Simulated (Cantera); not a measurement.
A closed system holds: 1 mol (CH₃)₂SiCl₂, 0.2 mol C₂H₂, 3.4 mol H₂, held at 1602 °C and 0.133 bar.

Equilibrium computed with Cantera from the NASA thermochemical tables; the gas is ideal and each condensed phase is pure. Candidate condensed phases: C, C₆H₆, C₇H₈, C₈H₁₈, Si, SiC; 109 gas species. The feed counts by its element totals alone. The tables' values for SiCl₃, SiCl are old estimates; treat these amounts as uncertain. The numbers say what is thermodynamically allowed, not how fast it happens.

Base state: H₂ 0.744, HCl 0.246, SiCl₂ 0.00763, H 0.00155, Cl 0.000388, SiCl₃ 0.000293, C₂H₂ (acetylene) 0.000236, CH₄ 4.47e-5 (mole fractions); condensed: C(graphite) + SiC(s).

Question: What changes in the equilibrium state with this change: temperature from 1602 °C to 1500 °C?

Answer: 
```json
[
 {"species": "H₂", "before": "0.744", "after": "0.743"},
 {"species": "HCl", "before": "0.246", "after": "0.250"},
 {"species": "SiCl₂", "before": "0.00763", "after": "0.00575"},
 {"species": "H", "before": "0.00155", "after": "0.000671"},
 {"species": "SiCl", "before": "1.34e-5", "after": "3.67e-6"},
 {"species": "C₂H₂ (acetylene)", "before": "0.000236", "after": "0.000104"},
 {"species": "SiCl₄", "before": "1.58e-5", "after": "3.56e-5"},
 {"species": "C(graphite), mol", "before": "1.46", "after": "1.44"},
 {"species": "SiC(s), mol", "before": "0.939", "after": "0.953"}
]
```
The tables' values for SiCl₃ are old estimates; treat these amounts as uncertain.
